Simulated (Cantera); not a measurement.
A Cantera script and what it prints.

```python
import numpy as np
import cantera as ct

gas_names = """
    Cu CuF CuF2 Cu2 F F2 N NF NF2 NF3 N2
""".split()
cond_names = """
    Cu(cr) Cu(L) CuF2(s) CuF2(L)
""".split()


def load(file, names, dense=False):
    # The tables refer to 1 bar. Condensed volumes are neglected.
    table = {s.name: s for s in ct.Species.list_from_file(file)}
    out = []
    for n in names:
        d = dict(table[n].input_data)
        d["thermo"] = dict(d["thermo"], **{"reference-pressure": 1e5})
        if dense:
            d["equation-of-state"] = {"model": "constant-volume", "density": "1e6 g/cm^3"}
        out.append(ct.Species.from_dict(d))
    return out


gas = ct.Solution(thermo="ideal-gas", species=load("nasa_gas.yaml", gas_names))
cond = {s.name: ct.Solution(thermo="fixed-stoichiometry", species=[s], name=s.name)
        for s in load("nasa_condensed.yaml", cond_names, dense=True)}
atoms = {
    'Cu': {'Cu': 1},
    'F2': {'F': 2},
    'N2': {'N': 2},
}
top_T = {}  # K; cautious upper limits of use, not melting points


def equilibrate(T, P, feed):
    n = {}
    for name, mol in feed.items():
        for a, k in atoms[name].items():
            n[a] = n.get(a, 0.0) + k * mol
    gas.TPX = T, P, n
    mass = sum(n.values()) * gas.mean_molecular_weight
    gas.equilibrate("TP")
    valid = [c for c in cond.values() if c.min_temp <= T <= top_T.get(c.name, c.max_temp)]
    mix = ct.Mixture([(gas, mass / gas.mean_molecular_weight)] + [(c, 0.0) for c in valid])
    mix.T, mix.P = T, P
    mix.equilibrate("TP", solver="vcs", rtol=1e-11, max_steps=5000)
    return mix


results = []
feed = {'Cu': 1, 'F2': 1, 'N2': 37}  # mol
T = 1323  # K
P = 1700  # Pa
mix = equilibrate(T, P, feed)
results.append((T, P, feed, dict(zip(mix.species_names, mix.species_moles))))
x = sorted(zip(gas.X, gas.species_names), reverse=True)
print(f"T = {T:g} K  P = {P:g} Pa  gas = {mix.phase_moles(0):.4g} mol")
print("   x: " + "  ".join(f"{s} {v:.3e}" for v, s in x if v > 0.001))
print("   condensed (mol): " + ("  ".join(f"{mix.phase(i).name} {mix.phase_moles(i):.4g}"
      for i in range(1, mix.n_phases) if mix.phase_moles(i) > 1e-12) or "none"))
```

Result:

```
T = 1323 K  P = 1700 Pa  gas = 38.02 mol
   x: N2 9.732e-01  CuF2 2.583e-02
   condensed (mol): none
```

These are equilibrium values from Cantera (NASA tables, ideal gas, pure condensed phases), not measurements of a reactor.
